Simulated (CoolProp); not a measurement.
Properties of cyclohexane along the isobar 23.9 MPa (Tc = 553.6 K, pc = 4.081 MPa, ω = 0.209).

Computed with CoolProp (reference Helmholtz-energy equation of state, Zhou 2014).

```
T (K)          phase       Z  speed of sound (m/s)  fugacity coefficient
-----  -------------  ------  --------------------  --------------------
479.8         liquid  0.7899                 779.0                0.1092
491.6         liquid  0.7839                 749.3                0.1257
503.4         liquid  0.7788                 720.6                0.1432
515.3         liquid  0.7745                 692.6                0.1620
527.1         liquid  0.7711                 665.9                0.1816
538.9         liquid  0.7684                 640.2                0.2020
550.7         liquid  0.7666                 615.6                0.2233
562.6  supercritical  0.7656                 591.8                0.2453
574.4  supercritical  0.7653                 569.4                0.2677
586.2  supercritical  0.7659                 548.1                0.2905
```
